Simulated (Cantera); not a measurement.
Feed: 1 mol CCl4, 1.3 mol HCl, 0.94 mol H2, held at 150 Pa.

Cantera equilibrium calculation (NASA polynomials, part measured and part estimated; ideal gas, pure solids and liquids). Candidate condensed phases: C, C6H6, C7H8, C8H18; 91 gas species. Equilibrium is a limit: real reactors are often held back by kinetics, nucleation or transport. All values below are at 1525 °C.

Base state: HCl 0.601, Cl 0.396, Cl2 0.00241, H2 0.000111, H 9.59e-5 (mole fractions); condensed: C(graphite).

Task: What changes in the equilibrium state with this change: pressure from 150 Pa to 1330 Pa?

Result: 
```csv
species,before,after
HCl,0.601,0.611
Cl,0.396,0.370
Cl2,0.00241,0.0187
H,9.59e-5,1.18e-5
H2,0.000111,1.49e-5
"C(graphite), mol",1.000,1.000
```
